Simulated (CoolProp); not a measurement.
Vapour-liquid equilibrium of hydrogen chloride (1) + ethane (2) at 1.98 MPa; x and y are mole fractions of (1).

Computed with CoolProp (multi-fluid Helmholtz-energy mixture model, Thol 2018 and Bücker 2006; pair parameters Bell 2016).

```tsv
x	bubble temperature, mixture model (K)	bubble temperature, Raoult's law (K)	y, mixture model	y, Raoult's law
0.05	263.0	265.5	?	0.053
0.125	259.9	265.3	0.202	0.132
0.2	257.8	265.1	0.290	0.211
0.275	256.2	264.9	0.361	0.288
0.35	255.2	264.7	0.420	0.365
0.425	254.6	264.5	0.470	0.441
0.5	254.3	264.3	0.517	0.516
0.575	254.3	264.2	0.561	0.590
0.65	254.6	264.0	?	0.664
0.725	255.2	263.8	0.655	0.737
0.8	256.2	263.7	0.714	0.810
0.875	257.9	263.5	0.791	0.882
0.95	260.6	263.3	?	0.953
```

Fill in the missing entries.


- 0.05, y, mixture model: 0.091
- 0.65, y, mixture model: 0.606
- 0.95, y, mixture model: 0.900

The largest gap from Raoult's law is -10.0 K in bubble temperature, at x = 0.5. y crosses x between x = 0.5 and 0.575: the model has an azeotrope there.

The pair parameters rest on a limited set of measurements; away from them the model extrapolates.
